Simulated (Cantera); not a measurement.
A closed system holds: 1 mol MgO, 0.004 mol C, 0.032 mol H2, at 110000 Pa.

These are equilibrium values from Cantera (NASA tables, ideal gas, pure condensed phases), not measurements of a reactor. Candidate condensed phases: C, C6H6, C7H8, C8H18, H2O, Mg, MgCO3, MgO, Mg(OH)2; 116 gas species. The tables' values for MgH are old estimates; treat these amounts as uncertain. Equilibrium is a limit: real reactors are often held back by kinetics, nucleation or transport. All values below are at 2823 K.

Base state: H2 0.504, Mg 0.211, H2O 0.123, CO 0.0804, H 0.0600, MgOH 0.00872, OH 0.00421, MgH 0.00350 (mole fractions); condensed: MgO(s).

Problem. What changes in the equilibrium state with this change: C from 0.004 to 0.043 mol?

Solution. 
```tsv
species	before	after
Mg	0.211	0.375
CO	0.0804	0.336
H2	0.504	0.203
H2O	0.123	0.0278
H	0.0600	0.0381
Mg(OH)2	0.000490	0.000111
O2	3.07e-5	9.68e-6
OH	0.00421	0.00150
MgO(s), mol	0.989	0.952
```
